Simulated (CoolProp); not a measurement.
Vapour-liquid equilibrium of ethylbenzene (1) + p-xylene (2) at 450.3 K; x and y are mole fractions of (1).

Model: multi-fluid Helmholtz-energy mixture model, Zhou 2012 and Zhou 2012; pair parameters Bell 2016, in CoolProp.

```csv
x,"bubble pressure, mixture model (MPa)","bubble pressure, Raoult's law (MPa)","y, mixture model","y, Raoult's law"
0.05,0.2592,0.2589,0.053,0.052
0.2,0.2618,0.2609,0.209,0.208
0.35,0.2640,0.2628,0.361,0.361
0.5,0.2659,0.2648,0.510,0.512
0.65,0.2676,0.2667,0.658,0.661
0.8,0.2692,0.2687,0.806,0.808
0.95,0.2708,0.2707,0.952,0.952
```

The largest gap from Raoult's law is +0.5 % in bubble pressure, at x = 0.35. No azeotrope shows between x = 0.05 and 0.95.

The pair parameters rest on a limited set of measurements; away from them the model extrapolates.
